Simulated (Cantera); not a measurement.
A perfectly stirred reactor is fed with 7.48 % CH4, 19.4 % O2, 73.1 % N2, at 1.01 bar; it is adiabatic with a 448 K inlet, and is followed from long to short residence time, starting on the burning branch (τ in s: 0.26, 0.12, 0.054, 0.024, 0.011, 0.0049, 0.0022, 0.001, 0.00045, 0.0002, 9.1e-05, 4.1e-05, 1.8e-05).

Computed with Cantera and GRI-Mech 3.0 (53 species, 325 reactions).

Task: Predict: blow-out, bracketed by the residence times tried; x(CH4) at τ = 0.260 s; x(O2) at τ = 0.260 s; x(CO2) at τ = 0.260 s; x(CH4) at τ = 2.20 ms; x(O2) at τ = 2.20 ms; x(CO2) at τ = 2.20 ms; x(C2H4) at τ = 2.20 ms.

Result: 
* **blow-out, bracketed by the residence times tried**: burning at 91.0 µs, out at 41.0 µs
* **x(CH4) at τ = 0.260 s**: 2.11e-6
* **x(O2) at τ = 0.260 s**: 0.0445
* **x(CO2) at τ = 0.260 s**: 0.0738
* **x(CH4) at τ = 2.20 ms**: 7.04e-5
* **x(O2) at τ = 2.20 ms**: 0.0476
* **x(CO2) at τ = 2.20 ms**: 0.0666
* **x(C2H4) at τ = 2.20 ms**: 1.72e-8
